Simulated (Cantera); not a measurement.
Input (Python, Cantera) and output of one run.

```python
import numpy as np
import cantera as ct

gas_names = [...]  # 47 gases of nasa_gas.yaml made of Cl, H, N, O, Si
cond_names = """
    H2O(s) H2O(L) NH4CL(a) NH4CL(b) Si(cr) Si(L) SiO2(Lqz) SiO2(hqz) SiO2(L) Si2N2O(s) Si3N4(a)
""".split()


# ... load() reads the species with a 1 bar reference pressure and builds the phases ...
atoms = {
    'SiH2Cl2': {'Si': 1, 'H': 2, 'CL': 2},
    'H2O': {'H': 2, 'O': 1},
    'NO': {'N': 1, 'O': 1},
}
top_T = {'Si2N2O(s)': 2100, 'Si3N4(a)': 2400}  # K; cautious upper limits of use, not melting points


# ... equilibrate(T, P, feed) seeds the gas with the atoms and calls Mixture.equilibrate('TP', solver="vcs", rtol=1e-11, max_steps=5000) ...
results = []
feed = {'SiH2Cl2': 1, 'H2O': 19, 'NO': 0.25}  # mol
T = 1325  # K
P = 133.322  # Pa
mix = equilibrate(T, P, feed)
results.append((T, P, feed, dict(zip(mix.species_names, mix.species_moles))))
print(gas.report(threshold=1e-06))
for i in range(1, mix.n_phases):
    print(f"{mix.phase(i).name:16s} {mix.phase_moles(i):12.5e} mol")
```

It prints:

```
       temperature   1325 K
          pressure   133.32 Pa
           density   0.00022382 kg/m^3
  mean mol. weight   18.495 kg/kmol
   phase of matter   gas

                          1 kg             1 kmol
                     ---------------   ---------------
          enthalpy       -9.0679e+06       -1.6771e+08  J
   internal energy       -9.6636e+06       -1.7872e+08  J
           entropy             16119        2.9811e+05  J/K
    Gibbs function       -3.0425e+07        -5.627e+08  J
 heat capacity c_p            2329.1             43075  J/K
 heat capacity c_v            1879.5             34761  J/K

                      mass frac. Y      mole frac. X     chem. pot. / RT
                     ---------------   ---------------   ---------------
                CL        2.3666e-05        1.2347e-05           -28.715
                 H        7.0258e-07        1.2891e-05            -13.68
               HCL            0.1866          0.094661           -42.395
                H2         0.0090299           0.08284            -27.36
               H2O           0.79538           0.81656            -54.59
                N2         0.0089627         0.0059171           -37.389
                OH         1.705e-06        1.8542e-06            -40.91
     [  +40 minor]        1.2282e-08        6.3448e-09

Si(cr)            0.00000e+00 mol
SiO2(hqz)         1.00000e+00 mol
Si2N2O(s)         0.00000e+00 mol
Si3N4(a)          0.00000e+00 mol
```

Cantera equilibrium calculation (NASA polynomials, part measured and part estimated; ideal gas, pure solids and liquids). The tables hold silica as quartz up to 1696 K and as liquid above; real silica turns to tridymite and cristobalite and melts near 1996 K.
